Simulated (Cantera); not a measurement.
**Ta2O5 + C + H2 (carbothermic reduction)**

Input: 1 mol Ta2O5, 1.3 mol C, 0.35 mol H2, equilibrated at 1.33 mbar.

Method: chemical equilibrium by Gibbs-energy minimisation in Cantera with the NASA 1993 tables (ideal gas, pure condensed phases). Candidate condensed phases: C, C6H6, C7H8, C8H18, H2O, Ta, TaC, Ta2O5; 113 gas species. Mutual solubility and eutectic melting of coexisting phases are not modelled. TaC: taken at fixed stoichiometry. Condensed phases not in the tables: Ta2C, N, O or C dissolved in the metal. Kinetics and transport are ignored.

```csv
T (K),log p CO,log p H2,log p H,log p TaO2,log p TaO,log p H2O,n TaC(s),n Ta2O5(s),n Ta(s),n Ta2O5(l)
1200,-3.01,-3.44,-8.42,<-14,<-14,-6.83,0.372,0.814,0,0
1275,-3.01,-3.44,-7.85,<-14,<-14,-6.75,0.372,0.814,0,0
1350,-3.01,-3.44,-7.34,-14.06,<-14,-6.68,0.372,0.814,0,0
1425,-3.01,-3.44,-6.89,-12.72,-14.50,-6.62,0.372,0.814,0,0
1500,-3.01,-3.44,-6.47,-11.53,-13.09,-6.57,0.372,0.814,0,0
1575,-3.01,-3.44,-6.10,-10.45,-11.82,-6.52,0.372,0.814,0,0
1650,-3.01,-3.44,-5.76,-9.47,-10.67,-6.48,0.372,0.814,0,0
1725,-3.01,-3.44,-5.45,-8.58,-9.62,-6.44,0.372,0.814,0,0
1800,-3.02,-3.44,-5.17,-7.76,-8.66,-6.41,0.372,0.814,0,0
1875,-3.02,-3.45,-4.91,-7.01,-7.78,-6.39,0.372,0.814,0,0
1950,-2.98,-3.57,-4.72,-6.37,-7.08,-6.40,0,0.740,0.520,0
2025,-2.98,-3.58,-4.51,-5.79,-6.51,-6.27,0,0.739,0.520,0
2100,-2.99,-3.60,-4.31,-5.29,-5.99,-6.17,0,0,0.519,0.737
2175,-3.00,-3.63,-4.13,-4.83,-5.52,-6.10,0,0,0.515,0.731
```
log p: log10 of the partial pressure in bar; n: condensed amount in mol.

From 1200 K to 1875 K the condensed part is TaC(s) + Ta2O5(s). From 1950 K to 2025 K the condensed part is Ta(s) + Ta2O5(s). From 2100 K to 2175 K the condensed part is Ta(s) + Ta2O5(l).
